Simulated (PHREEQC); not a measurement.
PHREEQC input (Pitzer model, pitzer.dat):

```
SOLUTION 1
  temp 75
  units mol/kgw
  pH 7 charge
  S(6) 0.2673
  Na 0.2406
  Mg 0.062
  K 0.4
  Cl 0.23
END
USE solution 1
INCREMENTAL_REACTIONS false
REACTION 1
  H2O -1
  0 9.886 18.011 24.689 30.178 34.689 38.397 41.444
  43.949 46.007 47.699 49.089 50.232 51.172 51.944 52.578
  53.1 53.528 53.88 54.17 moles
EQUILIBRIUM_PHASES 1
  Arcanite 0 0
  Bischofite 0 0
  Bloedite 0 0
  Brucite 0 0
  Carnallite 0 0
  Epsomite 0 0
  Glaserite 0 0
  Halite 0 0
  Hexahydrite 0 0
  Kainite 0 0
  Kieserite 0 0
  Leonite 0 0
  Mirabilite 0 0
  Misenite 0 0
  Schoenite 0 0
  Sylvite 0 0
  Thenardite 0 0
  MgCl2_4H2O 0 0
SELECTED_OUTPUT 1
  -reset false
  -pH true
  -pe true
  -ionic_strength true
  -water true
  -activities H2O
  -totals Cl K Mg Na S
  -molalities H+ Na+ K+ Mg+2 Cl- SO4-2 OH- HSO4- MgOH+
  -equilibrium_phases Arcanite Bischofite Bloedite Brucite Carnallite Epsomite Glaserite Halite Hexahydrite Kainite
    Kieserite Leonite Mirabilite Misenite Schoenite Sylvite Thenardite MgCl2_4H2O
PRINT
  -reset false
END
```

Selected output (columns that matter, 20 of 20 rows; water left (kg) added in front):

```
water left (kg)	pH	mu	Cl	K	Mg	Na	S	m_H+	m_Na+	m_K+	m_Mg+2	la_H2O	Glaserite	Halite
1	6.6246	1.0939	0.23	0.4	0.062	0.2406	0.2673	4.7662e-07	0.2406	0.4	0.061997	-0.0070992	0	0
0.821894	6.6175	1.3309	0.27984	0.48668	0.075436	0.29274	0.32522	4.9448e-07	0.29274	0.48668	0.075432	-0.0085783	0	0
0.675514	6.6076	1.6194	0.34048	0.59214	0.091782	0.35617	0.3957	5.1141e-07	0.35617	0.59214	0.091778	-0.010378	0	0
0.555203	6.5946	1.9703	0.41426	0.72046	0.11167	0.43336	0.48145	5.2524e-07	0.43336	0.72046	0.11167	-0.012576	0	0
0.456313	6.5783	2.3972	0.50404	0.87659	0.13587	0.52727	0.58578	5.3259e-07	0.52727	0.87659	0.13587	-0.015276	0	0
0.375043	6.5584	2.9167	0.61326	1.0665	0.16531	0.64153	0.71272	5.2866e-07	0.64153	1.0665	0.16531	-0.018612	0	0
0.30824	6.5347	3.5488	0.74617	1.2977	0.20114	0.78056	0.86718	5.0729e-07	0.78056	1.2977	0.20113	-0.022764	0	0
0.253345	6.5072	4.3178	0.90785	1.5789	0.24473	0.94969	1.0551	4.6195e-07	0.94969	1.5789	0.24472	-0.027965	0	0
0.208215	6.4764	5.2537	1.1046	1.9211	0.29777	1.1555	1.2838	3.884e-07	1.1555	1.9211	0.29776	-0.034514	0	0
0.171138	6.443	6.3919	1.3439	2.3373	0.36228	1.4059	1.5619	2.8969e-07	1.4059	2.3373	0.36227	-0.042768	0	0
0.140655	6.3462	6.9036	1.6352	2.4071	0.4408	1.565	1.6092	2.9388e-07	1.565	2.4071	0.44078	-0.048312	0.020478	0
0.115613	6.2213	7.321	1.9894	2.3895	0.53627	1.7243	1.5985	3.2644e-07	1.7243	2.3895	0.53626	-0.054237	0.041249	0
0.0950203	6.0779	7.8425	2.4205	2.3748	0.65249	1.9205	1.5898	3.6242e-07	1.9205	2.3748	0.65247	-0.061975	0.058116	0
0.0780853	5.9123	8.4942	2.9455	2.3652	0.794	2.1621	1.5849	4.0116e-07	2.1621	2.3652	0.79398	-0.072158	0.07177	0
0.0641769	5.7201	9.3092	3.5838	2.3649	0.96608	2.4597	1.5864	4.405e-07	2.4597	2.3649	0.96605	-0.085635	0.082743	0
0.0527548	5.4965	10.334	4.3598	2.3816	1.1752	2.8272	1.5997	4.7506e-07	2.8272	2.3816	1.1752	-0.10358	0.091454	0
0.0433504	5.2353	11.643	5.3056	2.4315	1.4302	3.2849	1.6356	4.9242e-07	3.2849	2.4315	1.4302	-0.12766	0.098197	0
0.0356396	4.9336	13.348	6.4535	2.551	1.7396	3.8601	1.7184	4.6559e-07	3.8601	2.551	1.7396	-0.1598	0.10303	0
0.029298	4.7362	14.729	7.0003	2.7741	2.1162	3.7359	1.871	4.0678e-07	3.7359	2.7741	2.1161	-0.17783	0.10624	0.024904
0.0240733	4.5907	16.089	7.2268	3.1041	2.5755	3.1632	2.0957	3.1153e-07	3.1632	3.1041	2.5754	-0.18805	0.10842	0.056027
```

Away from 25 °C the constants follow the database's enthalpies or fits; those with neither stay at their 25 °C values.
